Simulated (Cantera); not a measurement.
Feed: 1 mol HCl, 0.069 mol H2O, held at 3098 K and 23.0 mbar.

Cantera equilibrium calculation (NASA polynomials, part measured and part estimated; ideal gas, pure solids and liquids). Candidate condensed phases: H2O; 14 gas species. Kinetics and transport are ignored.

Base state: Cl 0.427, H 0.356, HCl 0.115, H2 0.0652, O 0.0249, OH 0.00752, H2O 0.00386, O2 0.000578 (mole fractions); condensed: gas only.

Task: What changes in the equilibrium state with this change: H2O from 0.069 to 5.5 mol?

Result: 
| species | before | after |
|---|---|---|
| H | 0.356 | 0.458 |
| O | 0.0249 | 0.198 |
| H2 | 0.0652 | 0.108 |
| Cl | 0.427 | 0.0538 |
| O2 | 0.000578 | 0.0366 |
| H2O | 0.00386 | 0.0507 |
| OH | 0.00752 | 0.0769 |
| HCl | 0.115 | 0.0187 |
| Cl2 | 3.30e-5 | 5.25e-7 |
| ClO | 1.35e-5 | 1.35e-5 |
